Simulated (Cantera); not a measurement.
**Adiabatic ignition**

An adiabatic, constant-pressure homogeneous reactor starts with CH₄ : O₂ : N₂ : H₂O = 1 : 3.33 : 18 : 2 (molar parts), at 1200 K and 9.87 atm.

Cantera simulation using GRI-Mech 3.0 (53 species, 325 reactions); the numbers are that mechanism's predictions, not measurements.

```json
[
 {"t (s)": "4.00e-6", "T (K)": "1200", "x CH₄": "0.0411", "x O₂": "0.137", "x H₂O": "0.0822", "x C₂H₄": "<1e-12", "x NO": "<1e-12"},
 {"t (s)": "9.16e-6", "T (K)": "1200", "x CH₄": "0.0411", "x O₂": "0.137", "x H₂O": "0.0822", "x C₂H₄": "<1e-12", "x NO": "<1e-12"},
 {"t (s)": "2.10e-5", "T (K)": "1200", "x CH₄": "0.0411", "x O₂": "0.137", "x H₂O": "0.0822", "x C₂H₄": "<1e-12", "x NO": "<1e-12"},
 {"t (s)": "4.80e-5", "T (K)": "1200", "x CH₄": "0.0411", "x O₂": "0.137", "x H₂O": "0.0822", "x C₂H₄": "5.42e-12", "x NO": "<1e-12"},
 {"t (s)": "0.000110", "T (K)": "1200", "x CH₄": "0.0411", "x O₂": "0.137", "x H₂O": "0.0822", "x C₂H₄": "9.61e-11", "x NO": "<1e-12"},
 {"t (s)": "0.000252", "T (K)": "1200", "x CH₄": "0.0411", "x O₂": "0.137", "x H₂O": "0.0822", "x C₂H₄": "2.26e-9", "x NO": "<1e-12"},
 {"t (s)": "0.000577", "T (K)": "1200", "x CH₄": "0.0411", "x O₂": "0.137", "x H₂O": "0.0822", "x C₂H₄": "4.22e-8", "x NO": "<1e-12"},
 {"t (s)": "0.00132", "T (K)": "1200", "x CH₄": "0.0410", "x O₂": "0.137", "x H₂O": "0.0823", "x C₂H₄": "3.57e-7", "x NO": "<1e-12"},
 {"t (s)": "0.00303", "T (K)": "1203", "x CH₄": "0.0406", "x O₂": "0.137", "x H₂O": "0.0826", "x C₂H₄": "4.44e-6", "x NO": "<1e-12"},
 {"t (s)": "0.00693", "T (K)": "2053", "x CH₄": "<1e-12", "x O₂": "0.0544", "x H₂O": "0.164", "x C₂H₄": "<1e-12", "x NO": "1.50e-5"},
 {"t (s)": "0.0159", "T (K)": "2053", "x CH₄": "<1e-12", "x O₂": "0.0543", "x H₂O": "0.164", "x C₂H₄": "<1e-12", "x NO": "8.52e-5"},
 {"t (s)": "0.0364", "T (K)": "2052", "x CH₄": "<1e-12", "x O₂": "0.0542", "x H₂O": "0.164", "x C₂H₄": "<1e-12", "x NO": "0.000243"},
 {"t (s)": "0.0833", "T (K)": "2052", "x CH₄": "<1e-12", "x O₂": "0.0541", "x H₂O": "0.164", "x C₂H₄": "<1e-12", "x NO": "0.000591"},
 {"t (s)": "0.191", "T (K)": "2050", "x CH₄": "<1e-12", "x O₂": "0.0537", "x H₂O": "0.164", "x C₂H₄": "<1e-12", "x NO": "0.00130"},
 {"t (s)": "0.437", "T (K)": "2047", "x CH₄": "<1e-12", "x O₂": "0.0531", "x H₂O": "0.164", "x C₂H₄": "<1e-12", "x NO": "0.00251"},
 {"t (s)": "1.00", "T (K)": "2045", "x CH₄": "<1e-12", "x O₂": "0.0525", "x H₂O": "0.164", "x C₂H₄": "<1e-12", "x NO": "0.00373"}
]
```
x: mole fraction; the columns are a selection and need not sum to one.

- time of steepest temperature rise = 5.47 ms
- temperature at 1.00 s = 2045 K
- equilibrium temperature = 2044 K
- x(CH₄) at 1.00 s = <1e-12 (gas-phase equilibrium <1e-12)
- x(O₂) at 1.00 s = 0.0525 (gas-phase equilibrium 0.0523)
- x(H₂O) at 1.00 s = 0.164 (gas-phase equilibrium 0.164)
